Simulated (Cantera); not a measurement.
Input (Python, Cantera) and output of one run.

```python
import numpy as np
import cantera as ct

gas_names = [...]  # 95 gases of nasa_gas.yaml made of C, F, H
cond_names = """
    C(gr) C6H6(L) C7H8(L) C8H18(L),n-octa
""".split()


# ... load() reads the species with a 1 bar reference pressure and builds the phases ...
atoms = {
    'CH3F': {'C': 1, 'H': 3, 'F': 1},
    'CH4': {'C': 1, 'H': 4},
    'H2': {'H': 2},
}
top_T = {'C(gr)': 4500}  # K; cautious upper limits of use, not melting points


# ... equilibrate(T, P, feed) seeds the gas with the atoms and calls Mixture.equilibrate('TP', solver="vcs", rtol=1e-11, max_steps=5000) ...
results = []
feed = {'CH3F': 1, 'CH4': 0.0075, 'H2': 0.091}  # mol
P = 3200  # Pa
for T in [1125, 1225, 1325, 1425, 1525, 1625, 1725, 1825, 1925, 2025, 2125, 2225, 2325, 2425]:
    mix = equilibrate(T, P, feed)
    results.append((T, P, feed, dict(zip(mix.species_names, mix.species_moles))))

top = {s: max(r[3][s] / sum(r[3][g] for g in gas_names) for r in results) for s in gas_names}
cols = sorted((s for s in top if top[s] > 0.0001), key=lambda s: -top[s])[:5]
seen = [c for c in cond_names if any(r[3].get(c, 0) > 1e-12 for r in results)]
print("log10 of partial pressures in bar; condensed amounts in mol")
print(f"{'T/K':>10s}" + "".join(f"{s[:9]:>10s}" for s in cols + seen))
for T, P, feed, n in results:
    ng = sum(n[g] for g in gas_names)
    print(f"{T:10.4g}" + "".join(f"{np.log10(max(n[s] / ng * P / 1e5, 1e-99)):10.3f}" for s in cols)
          + "".join(f"{n.get(c, 0):10.4g}" for c in seen))
```

Output:

```
log10 of partial pressures in bar; condensed amounts in mol
       T/K        H2        HF         H C2H2,acet       CH4     C(gr)
      1125    -1.775    -1.818    -8.240    -9.414    -5.090     1.007
      1225    -1.775    -1.818    -7.394    -8.564    -5.431     1.007
      1325    -1.775    -1.818    -6.674    -7.845    -5.722     1.007
      1425    -1.775    -1.818    -6.053    -7.227    -5.973     1.007
      1525    -1.775    -1.818    -5.513    -6.692    -6.191     1.007
      1625    -1.775    -1.818    -5.039    -6.224    -6.382     1.007
      1725    -1.775    -1.818    -4.619    -5.811    -6.551     1.007
      1825    -1.776    -1.819    -4.244    -5.444    -6.701     1.007
      1925    -1.777    -1.819    -3.908    -5.116    -6.836     1.006
      2025    -1.780    -1.820    -3.606    -4.823    -6.960     1.006
      2125    -1.785    -1.821    -3.332    -4.560    -7.076     1.004
      2225    -1.792    -1.824    -3.085    -4.325    -7.188     1.001
      2325    -1.805    -1.828    -2.861    -4.115    -7.300    0.9971
      2425    -1.823    -1.834    -2.659    -3.931    -7.416    0.9912
```

Cantera equilibrium calculation (NASA polynomials, part measured and part estimated; ideal gas, pure solids and liquids).
